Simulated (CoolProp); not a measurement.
R404A at 298.15 K and 0.275 MPa flows at 9.1 m/s in a round tube of 4.6 mm bore and 45 µm roughness, fully developed (64/Re and Nu = 3.66 if laminar; Colebrook and Gnielinski if turbulent). Each further row changes one setting.

Computed with CoolProp (reference Helmholtz-energy equation of state, Lemmon 2003). It is a pseudo-pure fit of the blend.

| case | Reynolds number | Darcy friction factor | pressure drop (Pa/m) | heat-transfer coefficient (W/(m² K)) | mass flow (kg/h) |
|---|---|---|---|---|---|
| as stated | 38800 | 0.0391 | 4000 | 505 | 6.18 |
| velocity 18.2 m/s | 77600 | 0.0384 | 15700 | 1000 | 12.4 |
| diameter 9.2 mm | 77600 | 0.0314 | 1600 | 404 | 24.7 |

Viscosity comes from a separate model (Geller 2000). Thermal conductivity comes from a separate model (Geller 2001).
